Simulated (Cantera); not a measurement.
A jet of 9.26 % CH4, 5.71 % O2, 85.0 % N2 at 300 K and 23.3 Torr hits a platinum plate 3.3 cm away at a mass flux of 0.15 kg/m²/s; the plate temperature is set and raised in steps from an oxygen-covered start.

Cantera simulation using Deutschmann's 1995 Pt surface mechanism with GRI-Mech 3.0 gas chemistry; the numbers are that mechanism's predictions, not measurements. Catalytic surfaces can have several steady states; this one follows from the mechanism file's or the stated starting coverage.

x: mole fraction at the wall; θ: surface coverage.

| plate T (K) | wall x CH4 | wall x O2 | wall x H2O | wall x OH | wall x CO | wall x CO2 | θ free Pt | θ H* | θ CO* | θ C* |
|---|---|---|---|---|---|---|---|---|---|---|
| 950 | 0.0575 | 0.0161 | 0.0386 | <1e-8 | 0.0365 | [?] | 0.465 | 0.00136 | 0.0335 | 0.501 |
| 1000 | 0.0486 | 0.0127 | 0.0361 | <1e-8 | 0.0456 | [?] | 0.559 | 0.00156 | 0.0266 | 0.412 |
| 1050 | 0.0383 | 0.00948 | 0.0321 | <1e-8 | 0.0560 | [?] | 0.689 | 0.00173 | 0.0235 | 0.286 |
| 1100 | 0.0299 | 0.00724 | 0.0281 | <1e-8 | 0.0644 | [?] | 0.827 | 0.00177 | 0.0198 | 0.151 |
| 1150 | 0.0258 | 0.00627 | 0.0258 | <1e-8 | 0.0685 | [?] | 0.918 | 0.00166 | 0.0140 | 0.0659 |
| 1200 | 0.0243 | 0.00601 | 0.0248 | 1.02e-8 | 0.0698 | [?] | 0.962 | 0.00148 | 0.00886 | 0.0278 |
| 1250 | 0.0239 | 0.00602 | 0.0242 | 2.62e-8 | 0.0700 | [?] | 0.981 | 0.00130 | 0.00547 | 0.0122 |
| 1300 | 0.0240 | 0.00614 | 0.0237 | 6.21e-8 | 0.0696 | [?] | 0.990 | 0.00115 | 0.00341 | 0.00562 |

Problem. What belongs in the gaps?

Solution. 
- 950, wall x CO2: 1.34e-5
- 1000, wall x CO2: 2.11e-5
- 1050, wall x CO2: 4.19e-5
- 1100, wall x CO2: 9.56e-5
- 1150, wall x CO2: 0.000201
- 1200, wall x CO2: 0.000371
- 1250, wall x CO2: 0.000622
- 1300, wall x CO2: 0.000982
